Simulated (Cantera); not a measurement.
**Aluminium nitride and oxide growth: AlCl3 + N2O + N2**

Charge: 1 mol AlCl3, 1.3 mol N2O, 240 mol N2, held at 13300 Pa.

Cantera equilibrium calculation (NASA polynomials, part measured and part estimated; ideal gas, pure solids and liquids). Candidate condensed phases: Al, AlCl3, AlN, Al2O3; 24 gas species. The tables' values for AlCl2 are old estimates; treat these amounts as uncertain. Rates play no part.

| T (°C) | x N2 | x Cl | x Cl2 | x AlCl3 | x AlCl2 | n Al2O3(s) |
|---|---|---|---|---|---|---|
| 1000 | 0.993 | 0.00177 | 0.00446 | 0.000549 | 1.65e-10 | 0.433 |
| 1075 | 0.993 | 0.00315 | 0.00377 | 0.000551 | 8.67e-10 | 0.433 |
| 1150 | 0.992 | 0.00495 | 0.00286 | 0.000554 | 4.07e-9 | 0.433 |
| 1225 | 0.991 | 0.00686 | 0.00189 | 0.000558 | 1.78e-8 | 0.432 |
| 1300 | 0.990 | 0.00845 | 0.00109 | 0.000560 | 7.36e-8 | 0.432 |
| 1375 | 0.989 | 0.00948 | 0.000571 | 0.000560 | 2.86e-7 | 0.432 |
| 1450 | 0.989 | 0.0100 | 0.000287 | 0.000559 | 1.03e-6 | 0.432 |
| 1525 | 0.989 | 0.0103 | 0.000145 | 0.000555 | 3.42e-6 | 0.432 |
| 1600 | 0.989 | 0.0105 | 7.58e-5 | 0.000546 | 1.03e-5 | 0.432 |
| 1675 | 0.989 | 0.0106 | 4.12e-5 | 0.000524 | 2.78e-5 | 0.431 |
x: gas mole fraction; n: condensed amount in mol.

From 1000 °C to 1675 °C the condensed part is Al2O3(s). The main Al-bearing gas is AlCl3 throughout.
